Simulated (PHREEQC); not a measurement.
0.81 g of hydrous ferric oxide (600 m²/g; 0.2 weak and 0.005 strong sites per Fe, Dzombak-Morel constants, diffuse double layer) in 1 kg of water with 0.05 mol/kgw of an inert sodium salt and 0.35 mmol/kgw NaH2PO4 and 0.0021 mmol/kgw ZnSO4, at 25 °C; the pH is set by adding NaOH or the inert anion's acid. Oxygen is held at 0.21 atm. CO2 from the air is kept out. No solid was allowed to form.

Equilibrium calculation in PHREEQC: ion-association model, wateq4f.dat.

**Question.** Predict S sorbed (%) at pH = 4.12, 4.88, 6, 7.12, 8.62.

**Answer.** 
```
pH    S sorbed (%)
----  ------------
4.12          99.1
4.88          96.6
6             52.4
7.12           1.6
8.62           0.0
```

Species that the database lacks are ignored. H3PO4, which wateq4f.dat lacks, is added to it with the constant of phreeqc.dat. The database has no phosphate complexes of Zn. The oxide is taken as insoluble; below pH 4 it would dissolve.
